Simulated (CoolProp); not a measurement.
Properties of acetone along the isobar 13.2 bar (Tc = 508.1 K, pc = 46.92 bar, ω = 0.307).

Values from CoolProp's reference Helmholtz-energy equation of state, Lemmon 2006. It is a short technical equation, of lower accuracy than the large ones.

| T (K) | phase | Z | cp (kJ/(kg K)) | cv (kJ/(kg K)) | Joule-Thomson coefficient (K/MPa) | isothermal compressibility (1/MPa) | fugacity coefficient |
|---|---|---|---|---|---|---|---|
| 461.6 | gas | 0.8225 | 2.166 | 1.793 | 18.83 | 0.9476 | 0.8470 |
| 468.4 | gas | 0.8339 | 2.140 | 1.793 | 17.60 | 0.9299 | 0.8551 |
| 475.2 | gas | 0.8441 | 2.120 | 1.795 | 16.50 | 0.9149 | 0.8626 |
| 482 | gas | 0.8534 | 2.107 | 1.799 | 15.51 | 0.9020 | 0.8695 |
| 488.8 | gas | 0.8618 | 2.097 | 1.804 | 14.62 | 0.8909 | 0.8760 |
| 495.6 | gas | 0.8695 | 2.092 | 1.812 | 13.80 | 0.8811 | 0.8820 |
| 502.4 | gas | 0.8766 | 2.089 | 1.820 | 13.06 | 0.8724 | 0.8876 |
| 509.2 | gas | 0.8831 | 2.089 | 1.829 | 12.38 | 0.8647 | 0.8928 |
| 516 | gas | 0.8891 | 2.090 | 1.840 | 11.75 | 0.8578 | 0.8977 |
| 522.8 | gas | 0.8947 | 2.094 | 1.850 | 11.17 | 0.8515 | 0.9023 |
| 529.6 | gas | 0.8998 | 2.098 | 1.862 | 10.64 | 0.8459 | 0.9066 |
| 536.4 | gas | 0.9047 | 2.104 | 1.874 | 10.15 | 0.8407 | 0.9107 |
| 543.2 | gas | 0.9092 | 2.111 | 1.886 | 9.697 | 0.8360 | 0.9146 |
| 550 | gas | 0.9134 | 2.119 | 1.898 | 9.273 | 0.8317 | 0.9182 |
